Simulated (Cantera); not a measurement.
Adiabatic ignition

An adiabatic, constant-volume homogeneous reactor starts with 3.45 % C3H8, 20.3 % O2, 76.3 % N2, equivalence ratio 0.85, at 1350 K and 10.0 bar.

Model: GRI-Mech 3.0 (53 species, 325 reactions), integrated in Cantera. GRI-Mech 3.0 was tuned for natural gas; its chemistry of propane as a main component is partial and can be far from experiment. Above 3000 K some thermodynamic fits are extrapolated.

```
t (s)     T (K)  P (bar)  x C3H8    x O2   x C2H    x C2H6    x C2H2
--------  -----  -------  ------  ------  ------  --------  --------
2.00e-6    1350    10.00  0.0345   0.203  <1e-12   2.54e-7  7.77e-11
6.11e-6    1349    10.00  0.0344   0.203  <1e-12   8.55e-6   3.38e-9
1.86e-5    1350     10.0  0.0337   0.202  <1e-12  0.000143   1.31e-7
5.69e-5    1355     10.1  0.0309   0.201  <1e-12  0.000683   2.44e-6
0.000174   3019     23.7  <1e-12  0.0342  <1e-12    <1e-12    <1e-12
0.000530   3006     23.6  <1e-12  0.0312  <1e-12    <1e-12    <1e-12
0.00162    3006     23.6  <1e-12  0.0312  <1e-12    <1e-12    <1e-12
0.00494    3006     23.6  <1e-12  0.0312  <1e-12    <1e-12    <1e-12
0.0151     3006     23.6  <1e-12  0.0312  <1e-12    <1e-12    <1e-12
0.0461     3006     23.6  <1e-12  0.0312  <1e-12    <1e-12    <1e-12
0.141      3006     23.6  <1e-12  0.0312  <1e-12    <1e-12    <1e-12
0.429      3006     23.6  <1e-12  0.0312  <1e-12    <1e-12    <1e-12
1.31       3006     23.6  <1e-12  0.0312  <1e-12    <1e-12    <1e-12
4.00       3006     23.6  <1e-12  0.0312  <1e-12    <1e-12    <1e-12
```
x: mole fraction; the columns are a selection and need not sum to one.

```
Item                                                              Result
---------------------------------  -------------------------------------
time of steepest temperature rise                               0.127 ms
temperature at 4.00 s                                             3006 K
equilibrium temperature                                           3006 K
x(C3H8) at 4.00 s                  <1e-12 (gas-phase equilibrium <1e-12)
x(O2) at 4.00 s                    0.0312 (gas-phase equilibrium 0.0312)
x(C2H) at 4.00 s                   <1e-12 (gas-phase equilibrium <1e-12)
```
